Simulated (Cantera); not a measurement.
Nb + O2 (tantalum, niobium, vanadium and zirconium in process gases)

Input: 1 mol Nb, 1.8 mol O2, held at 2675 K.

Equilibrium computed with Cantera from the NASA thermochemical tables; the gas is ideal and each condensed phase is pure. Candidate condensed phases: Nb, NbO, NbO2, Nb2O5; 6 gas species. Condensed phases not in the tables: the oxides between NbO2 and Nb2O5. Kinetics and transport are ignored.

| P (Pa) | x O2 | x O | x NbO2 | x NbO | x Nb | x O3 | n Nb2O5(l) |
|---|---|---|---|---|---|---|---|
| 0.100 | 0.000462 | 0.698 | 0.0868 | 0.214 | 0.000646 | <1e-12 | 0 |
| 0.600 | 0.00243 | 0.653 | 0.239 | 0.105 | 5.66e-5 | <1e-12 | 0 |
| 3.60 | 0.0127 | 0.609 | 0.351 | 0.0276 | 2.65e-6 | 5.05e-12 | 0 |
| 22 | 0.0597 | 0.535 | 0.399 | 0.00585 | 1.04e-7 | 1.28e-10 | 0 |
| 130 | 0.174 | 0.375 | 0.449 | 0.00159 | 6.83e-9 | 1.55e-9 | 0 |
| 770 | 0.488 | 0.259 | 0.253 | 0.000219 | 2.31e-10 | 1.77e-8 | 0.374 |
| 4600 | 0.838 | 0.139 | 0.0237 | 6.40e-6 | 2.11e-12 | 9.73e-8 | 0.493 |
| 28000 | 0.938 | 0.0594 | 0.00240 | 2.49e-7 | <1e-12 | 2.84e-7 | 0.499 |
| 170000 | 0.975 | 0.0246 | 0.000250 | 1.03e-8 | <1e-12 | 7.43e-7 | 0.500 |
| 1000000 | 0.990 | 0.0102 | 2.72e-5 | 4.59e-10 | <1e-12 | 1.84e-6 | 0.500 |
x: gas mole fraction; n: condensed amount in mol.

From 0.100 Pa to 130 Pa nothing is condensed. From 770 Pa to 1000000 Pa the condensed part is Nb2O5(l). The main Nb-bearing gas is NbO at 0.100 Pa and NbO2 at 1000000 Pa.
